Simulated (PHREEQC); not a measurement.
Make-up at 20 °C: 0.11 mol/kgw MnSO4, 0.00012 mol/kgw NaF and 6.1e-05 mol/kgw NaCl. Closed to the air; pH follows from the charge balance.

Model: ion-association model, wateq4f.dat, run in PHREEQC.

```
quantity                           before    after
-------------------------------  --------  -------
pH                                   6.44     6.86
ionic strength (mol/kgw)            0.245  0.00402
Mn+2 (mol/kgw)                     0.0613  0.00100
SO4-2 (mol/kgw)                    0.0613  0.00100
MnSO4 (mol/kgw)                    0.0487  9.57e-5
Na+ (mol/kgw)                    0.000167  1.80e-6
SI of Pyrochroite (Mn(OH)2)         -4.05    -4.58
SI of Mirabilite (Na2SO4:10H2O)     -8.26   -13.31
```

Q: Name the change that produced these shifts.
A. diluted 100-fold with water
B. 0.091 mol/kgw H2SO4 added
C. NaF from 0.00012 to 0.00018 mol/kgw
D. NaCl left out
E. NaCl from 6.1e-05 to 6.71e-05 mol/kgw

A: A, diluted 100-fold with water

No solid was allowed to form.
